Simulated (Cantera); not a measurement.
Standard-state values (1 bar) from the NASA 1993 polynomials, evaluated with Cantera. Values are per mole of reaction as written; species without (g) are pure solids or liquids, kept so even where they would boil at 1 bar.

**Question.** Between 300 and 1123 K, where is each reaction favourable under standard conditions?
- 2 SF4(g) ⇌ 4 F2(g) + S2(g)
- 2 H(g) + F2(g) ⇌ 2 HF(g)
- SF4(g) + 2 H(g) ⇌ H2S(g) + 4 F(g)

**Answer.** 
- 2 SF4(g) ⇌ 4 F2(g) + S2(g): ΔG° is 1523 kJ at 300 K and 1169 kJ at 1123 K; it stays positive (K < 1). ΔH° is 1640 kJ and ΔS° 420 J/K at 1123 K.
- 2 H(g) + F2(g) ⇌ 2 HF(g): ΔG° is -956 kJ at 300 K and -875 kJ at 1123 K; it stays negative (K > 1). ΔH° is -996 kJ and ΔS° -108 J/K at 1123 K.
- SF4(g) + 2 H(g) ⇌ H2S(g) + 4 F(g): ΔG° is 531 kJ at 300 K and 279 kJ at 1123 K; it stays positive (K < 1). ΔH° is 615 kJ and ΔS° 299 J/K at 1123 K.
